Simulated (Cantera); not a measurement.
## Transport properties of process gases

Gas mixture: 100 % C2H2, at 1000000 Pa, frozen composition.

Cantera's kinetic-theory transport with the Lennard-Jones parameters of GRI-Mech 3.0, ideal gas; thermal conductivity in the mixture-averaged form. The composition is frozen, though it would react at the higher temperatures.

```tsv
T (K)	ρ (kg/m³)	cp (J/kg/K)	μ (µPa s)	λ (mW/m/K)	Pr	D (cm²/s) CO2	D (cm²/s) H	D (cm²/s) CH4
400	7.83	1931	13.6	35.7	0.734	0.0215	0.158	0.0304
550	5.69	2170	17.6	51.9	0.737	0.0385	0.278	0.0536
700	4.47	2340	21.2	67.5	0.735	0.0592	0.424	0.0816
850	3.68	2482	24.4	82.7	0.734	0.0832	0.592	0.114
1000	3.13	2608	27.4	97.4	0.734	0.110	0.780	0.150
1150	2.72	2718	30.2	112	0.734	0.140	0.988	0.190
1300	2.41	2814	32.8	126	0.734	0.172	1.21	0.234
1450	2.16	2896	35.3	139	0.734	0.207	1.46	0.281
```
D: mixture-averaged diffusion coefficient of that species in the mixture.
